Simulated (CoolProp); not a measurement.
Vapour-liquid equilibrium of propane (1) + dimethyl ether (2) at 25.65 °C; x and y are mole fractions of (1).

The numbers come from the multi-fluid Helmholtz-energy mixture model, Lemmon 2009 and Wu 2011; pair parameters Bell 2016 in CoolProp.

```csv
x,"bubble pressure, mixture model (kPa)","bubble pressure, Raoult's law (kPa)","y, mixture model","y, Raoult's law"
0.05,647.1,619.7,0.107,0.078
0.15,724.6,656.3,0.268,0.221
0.25,786.9,693.0,0.386,0.349
0.35,837.2,729.7,0.480,0.464
0.45,878.1,766.3,0.560,0.568
0.55,911.1,803.0,0.634,0.663
0.65,937.0,839.6,0.706,0.749
0.75,956.2,876.3,0.780,0.828
0.85,967.9,912.9,0.859,0.901
0.95,970.6,949.6,0.949,0.968
```

The largest gap from Raoult's law is +14.7 % in bubble pressure, at x = 0.35. y crosses x between x = 0.85 and 0.95: the model has an azeotrope there.

The pair parameters rest on a limited set of measurements; away from them the model extrapolates.
